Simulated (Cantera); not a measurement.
A closed system holds: 1 mol B2H6, 0.071 mol O2, 38 mol N2, at 1.90 mbar.

These are equilibrium values from Cantera (NASA tables, ideal gas, pure condensed phases), not measurements of a reactor. Candidate condensed phases: B, BN, B2O3, B3O3H3, H2O; 39 gas species. The feed counts by its element totals alone. N2 is the only nitrogen source here; it is nearly inert below about 1500 K, so the nitride shown seldom forms there in practice. Mutual solubility and eutectic melting of coexisting phases are not modelled. Equilibrium is a limit: real reactors are often held back by kinetics, nucleation or transport.

Q: Which condensed phases are stable at each of these points (T (K)): 1048, 1148, 1248, 1348, 1448, 1548, 1648, 1748, 1848, 1948, 2048, 2148, 2248, 2348?

A: 
| T (K) | condensed phases | B condensed (%) |
|---|---|---|
| 1048 | BN(s) + B2O3(l) | 100.0 |
| 1148 | BN(s) + B2O3(l) | 99.8 |
| 1248 | BN(s) + B2O3(l) | 99.2 |
| 1348 | BN(s) + B2O3(l) | 96.0 |
| 1448 | BN(s) | 95.3 |
| 1548 | BN(s) | 94.4 |
| 1648 | BN(s) | 93.5 |
| 1748 | BN(s) | 93.0 |
| 1848 | BN(s) | 92.9 |
| 1948 | BN(s) | 92.9 |
| 2048 | BN(s) | 92.7 |
| 2148 | BN(s) | 91.6 |
| 2248 | B(s) | 86.6 |
| 2348 | B(s) | 71.3 |

From 1048 K to 1348 K the condensed part is BN(s) + B2O3(l). From 1448 K to 2148 K the condensed part is BN(s). From 2248 K to 2348 K the condensed part is B(s).
